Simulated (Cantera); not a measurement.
An isothermal plug-flow reactor at 623 K and 46000 Pa (inlet), inlet velocity 0.56 m/s, active area per volume 860 1/m; feed 0.769 % H2, 8.50 % O2, 90.7 % N2, equivalence ratio 0.045.

Detailed kinetics in Cantera: Deutschmann's 1995 Pt surface mechanism with GRI-Mech 3.0 gas chemistry. Catalytic surfaces can have several steady states; this one follows from the mechanism file's or the stated starting coverage. Mass transfer to the wall is taken as infinitely fast.

One state of this run: x H2 = 0.000683; x O2 = 0.0818; x H2O = 0.00704; θ free Pt = 0.0144; θ O* = 0.983; θ OH* = 0.00242. x: gas mole fraction; θ: surface coverage.

Q: Which value of z (m) does it belong to?
A. 0.02
B. 0.00038
C. 0.01
D. 0.0014

A: D, 0.0014
